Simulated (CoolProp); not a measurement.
Vapour-liquid equilibrium of propane (1) + R236EA (2) at 265.9 K; x and y are mole fractions of (1).

Values from CoolProp's multi-fluid Helmholtz-energy mixture model, Lemmon 2009 and Rui 2013; pair parameters Bell 2016.

```csv
x,"bubble pressure, mixture model (MPa)","bubble pressure, Raoult's law (MPa)","y, mixture model","y, Raoult's law"
0.05,___,0.07276,___,0.260
0.125,___,0.09684,0.744,0.488
0.2,___,0.1209,0.804,0.625
0.275,___,0.1450,0.832,0.716
0.35,0.3181,0.1691,0.847,0.782
0.425,0.3298,0.1932,0.855,0.831
0.5,___,0.2172,0.861,0.869
0.575,0.3424,0.2413,0.866,0.900
0.65,0.3477,0.2654,0.872,0.925
0.725,0.3538,0.2895,___,0.946
0.8,0.3610,0.3136,0.896,0.964
0.875,0.3688,0.3376,___,0.979
0.95,0.3755,0.3617,0.960,0.992
```

### Question
Complete the blanks.

### Answer

- 0.05, bubble pressure, mixture model (MPa): 0.1282
- 0.05, y, mixture model: 0.566
- 0.125, bubble pressure, mixture model (MPa): 0.2094
- 0.2, bubble pressure, mixture model (MPa): 0.2637
- 0.275, bubble pressure, mixture model (MPa): 0.2978
- 0.5, bubble pressure, mixture model (MPa): 0.3370
- 0.725, y, mixture model: 0.882
- 0.875, y, mixture model: 0.920

The largest gap from Raoult's law is +118.1 % in bubble pressure, at x = 0.2. No azeotrope shows between x = 0.05 and 0.95.

Pair parameters are fitted to limited data, so mixtures are less certain than the pure fluids. With so large a gap from Raoult's law the liquid may split in two, which this calculation doesn't test in full.
